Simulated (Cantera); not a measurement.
Input: 1 mol Si₃N₄, 0.057 mol N₂O, 24 mol H₂, equilibrated at 1625 K and 0.0140 bar.

Cantera equilibrium calculation (NASA polynomials, part measured and part estimated; ideal gas, pure solids and liquids). Candidate condensed phases: H₂O, Si, SiO₂, Si₂N₂O, Si₃N₄; 35 gas species. Mutual solubility and eutectic melting of coexisting phases are not modelled. The numbers say what is thermodynamically allowed, not how fast it happens.

Base state: H₂ 0.966, N₂ 0.0327, SiO 0.00102, H 0.000586, Si 1.16e-5 (mole fractions); condensed: Si(s) + Si₂N₂O(s) + Si₃N₄(s).

**Question.** What changes in the equilibrium state with this change: pressure from 0.0140 bar to 1 atm?

**Answer.** 
```csv
species,before,after
H₂,0.966,0.997
N₂,0.0327,0.00316
H,0.000586,7.00e-5
SiO,0.00102,7.33e-6
Si,1.16e-5,4.39e-8
"Si(s), mol",1.09,0
"Si₂N₂O(s), mol",0.0318,0.0568
"Si₃N₄(s), mol",0.607,0.962
```

**Question.** What changes in the equilibrium state with this change: pressure from 0.0140 bar to 0.000120 bar?

**Answer.** 
```csv
species,before,after
H₂,0.966,0.912
N₂,0.0327,0.0784
H,0.000586,0.00615
SiO,0.00102,0.00217
Si,1.16e-5,0.00136
SiH,2.70e-6,2.83e-5
"Si(s), mol",1.09,2.91
"Si₂N₂O(s), mol",0.0318,0
"Si₃N₄(s), mol",0.607,0
```
